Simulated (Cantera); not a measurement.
Cantera run:

```python
import numpy as np
import cantera as ct

gas_names = [...]  # 113 gases of nasa_gas.yaml made of C, H, O, Ti
cond_names = """
    C(gr) C6H6(L) C7H8(L) C8H18(L),n-octa H2O(s) H2O(L) Ti(a) Ti(b) Ti(L) TiC(s) TiC(L) TiO(a) TiO(b)
    TiO(L) TiO2(ru) TiO2(L) Ti2O3(a) Ti2O3(b) Ti2O3(L) Ti3O5(a) Ti3O5(b) Ti3O5(L) Ti4O7(s) Ti4O7(L)
""".split()


# ... load() reads the species with a 1 bar reference pressure and builds the phases ...
atoms = {
    'Ti': {'Ti': 1},
    'H2O': {'H': 2, 'O': 1},
    'H2': {'H': 2},
    'CH4': {'C': 1, 'H': 4},
}
top_T = {'C(gr)': 4500}  # K; cautious upper limits of use, not melting points


# ... equilibrate(T, P, feed) seeds the gas with the atoms and calls Mixture.equilibrate('TP', solver="vcs", rtol=1e-11, max_steps=5000) ...
results = []
feed = {'Ti': 1, 'H2O': 1, 'H2': 120, 'CH4': 0.0033}  # mol
P = 1000  # Pa
for T in [1523, 1548, 1573, 1598, 1623, 1648, 1673, 1698, 1723, 1748, 1773, 1798, 1823, 1848]:
    mix = equilibrate(T, P, feed)
    results.append((T, P, feed, dict(zip(mix.species_names, mix.species_moles))))

top = {s: max(r[3][s] / sum(r[3][g] for g in gas_names) for r in results) for s in gas_names}
cols = sorted((s for s in top if top[s] > 0.0001), key=lambda s: -top[s])[:7]
seen = [c for c in cond_names if any(r[3].get(c, 0) > 1e-12 for r in results)]
print("log10 of partial pressures in bar; condensed amounts in mol")
print(f"{'T/K':>10s}" + "".join(f"{s[:9]:>10s}" for s in cols + seen))
for T, P, feed, n in results:
    ng = sum(n[g] for g in gas_names)
    print(f"{T:10.4g}" + "".join(f"{np.log10(max(n[s] / ng * P / 1e5, 1e-99)):10.3f}" for s in cols)
          + "".join(f"{n.get(c, 0):10.4g}" for c in seen))
```

Output:

```
log10 of partial pressures in bar; condensed amounts in mol
       T/K        H2         H    TiC(s)    TiO(b)
      1523    -2.000    -5.636  0.001701    0.9983
      1548    -2.000    -5.512    0.0017    0.9983
      1573    -2.000    -5.391  0.001698    0.9983
      1598    -2.000    -5.274  0.001696    0.9983
      1623    -2.000    -5.161  0.001692    0.9983
      1648    -2.000    -5.051  0.001685    0.9983
      1673    -2.001    -4.944  0.001672    0.9983
      1698    -2.001    -4.840  0.001643    0.9982
      1723    -2.001    -4.739  0.001585    0.9982
      1748    -2.001    -4.642  0.001471     0.998
      1773    -2.001    -4.547  0.001256    0.9977
      1798    -2.002    -4.454 0.0008744    0.9973
      1823    -2.002    -4.364 0.0002369    0.9965
      1848    -2.002    -4.277         0     0.996
```

Equilibrium computed with Cantera from the NASA thermochemical tables; the gas is ideal and each condensed phase is pure. Mutual solubility and eutectic melting of coexisting phases are not modelled. TiC, TiO: taken at fixed stoichiometry. Condensed phases not in the tables: solid solutions among these carbides, nitrides and lower oxides.
